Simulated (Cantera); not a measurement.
Feed: 1 mol B, 8.1 mol H2O, equilibrated at 10.0 mbar.

Method: chemical equilibrium by Gibbs-energy minimisation in Cantera with the NASA 1993 tables (ideal gas, pure condensed phases). Candidate condensed phases: B, B2O3, B3O3H3, H2O; 23 gas species. The numbers say what is thermodynamically allowed, not how fast it happens.

### Question
At 1650 °C, list the 7 most abundant gas species with their mole fractions, and the condensed phases.

### Answer
H2O 0.708, H2 0.173, HBO2 0.112, H 0.00392, B2O3 0.00164, OH 0.00138, BO2 0.000265. Condensed: gas only.
